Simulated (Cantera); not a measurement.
## Abatement and gas-phase synthesis: NH3 + O2 + H2

Feed: 1 mol NH3, 0.38 mol O2, 0.36 mol H2, at 10.0 mbar.

Cantera equilibrium calculation (NASA polynomials, part measured and part estimated; ideal gas, pure solids and liquids). Candidate condensed phases: H2O; 24 gas species. Equilibrium is a limit: real reactors are often held back by kinetics, nucleation or transport.

```tsv
T (K)	x H	x H2	x H2O	x N2	x O	x OH	x O2	x NO
2400	0.100	0.399	0.285	0.199	0.00223	0.0132	0.000661	0.000540
2450	0.124	0.384	0.274	0.195	0.00373	0.0173	0.00110	0.000756
2500	0.152	0.367	0.258	0.191	0.00607	0.0222	0.00175	0.00103
2550	0.184	0.349	0.240	0.186	0.00956	0.0278	0.00269	0.00138
2600	0.220	0.329	0.217	0.180	0.0146	0.0336	0.00392	0.00178
2650	0.260	0.307	0.191	0.173	0.0214	0.0394	0.00539	0.00221
2700	0.303	0.285	0.163	0.166	0.0301	0.0444	0.00696	0.00266
2750	0.349	0.260	0.133	0.158	0.0407	0.0480	0.00840	0.00306
2800	0.396	0.234	0.105	0.149	0.0528	0.0497	0.00947	0.00340
2850	0.443	0.208	0.0788	0.141	0.0659	0.0494	0.00999	0.00364
2900	0.489	0.181	0.0568	0.134	0.0790	0.0471	0.00990	0.00377
```
x: gas mole fraction; nothing condenses.

From 2400 K to 2900 K nothing is condensed.
